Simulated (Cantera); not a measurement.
An isothermal, constant-pressure homogeneous reactor starts with NH3 : H2 = 1 : 0.46 (molar parts), at 2350 K and 9.75 Torr. Integrator tolerance rtol = 1e-08.

Computed with Cantera and the gas-phase N/H chemistry of the illustrative SiF4/NH3 mechanism in the Surface Chemkin manual (1991). Walls and surfaces, which speed up NH3 decomposition in real reactors, are not modelled.

Task: What does this change do: temperature 2350 to 1425 K?

Result: 
```tsv
quantity	before	after
x(NH3) at 4.00 s	6.21e-8 (gas-phase equilibrium 4.25e-8)	0.684 (gas-phase equilibrium 3.22e-7)
x(H2) at 4.00 s	0.715 (gas-phase equilibrium 0.713)	0.315 (gas-phase equilibrium 0.797)
x(N2H2) at 4.00 s	<1e-12 (gas-phase equilibrium <1e-12)	2.90e-7 (gas-phase equilibrium <1e-12)
x(H) at 4.00 s	0.0913 (gas-phase equilibrium 0.0930)	6.43e-6 (gas-phase equilibrium 5.38e-5)
x(NH) at 4.00 s	6.70e-8 (gas-phase equilibrium 4.77e-8)	6.87e-8 (gas-phase equilibrium <1e-12)
x(NH2) at 4.00 s	2.54e-8 (gas-phase equilibrium 1.77e-8)	2.88e-5 (gas-phase equilibrium 4.49e-11)
```
